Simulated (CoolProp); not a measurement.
A simple Rankine cycle with n-butane: condensing at 328.15 K, boiler at 1.48 MPa, turbine inlet 376.5 K, turbine efficiency 0.9, pump efficiency 0.6, no recuperator. Each further row changes one setting.

Model: reference Helmholtz-energy equation of state, Bücker 2006, in CoolProp.

```json
[
 {"case": "as stated", "thermal efficiency (%)": "8.6", "net work (kJ/kg)": "33.9", "heat in (kJ/kg)": "394", "turbine exit temperature (K)": "343.8", "volume ratio over the turbine": "2.84"},
 {"case": "turbine inlet 396.5 K", "thermal efficiency (%)": "8.5", "net work (kJ/kg)": "37.8", "heat in (kJ/kg)": "443", "turbine exit temperature (K)": "365.8", "volume ratio over the turbine": "…"},
 {"case": "condensing temperature 320.15 K", "thermal efficiency (%)": "10.1", "net work (kJ/kg)": "41.7", "heat in (kJ/kg)": "…", "turbine exit temperature (K)": "337.9", "volume ratio over the turbine": "3.50"},
 {"case": "boiler pressure 1.04 MPa", "thermal efficiency (%)": "5.8", "net work (kJ/kg)": "23.7", "heat in (kJ/kg)": "412", "turbine exit temperature (K)": "357.6", "volume ratio over the turbine": "1.88"},
 {"case": "turbine efficiency 0.8", "thermal efficiency (%)": "…", "net work (kJ/kg)": "29.8", "heat in (kJ/kg)": "394", "turbine exit temperature (K)": "345.8", "volume ratio over the turbine": "…"}
]
```

Question: What belongs in the gaps?

Answer: 
- turbine inlet 396.5 K, volume ratio over the turbine: 2.75
- condensing temperature 320.15 K, heat in (kJ/kg): 414
- turbine efficiency 0.8, thermal efficiency (%): 7.6
- turbine efficiency 0.8, volume ratio over the turbine: 2.86
